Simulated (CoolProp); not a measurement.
Vapour-liquid equilibrium of R1234yf (1) + R227EA (2) at 0.00124 MPa; x and y are mole fractions of (1).

Values from CoolProp's multi-fluid Helmholtz-energy mixture model, Lemmon 2022 and Lemmon 2016; pair parameters Bell 2016.

Question: Give the bubble temperature and the first vapour's composition at x = 0.05, 0.55, 0.95. Is there an azeotrope?

Answer: x = 0.05: -86.7 °C, y = 0.136; x = 0.55: -93.6 °C, y = 0.786; x = 0.95: -97.0 °C, y = 0.983. No azeotrope shows between x = 0.05 and 0.95.

The pair parameters rest on a limited set of measurements; away from them the model extrapolates.
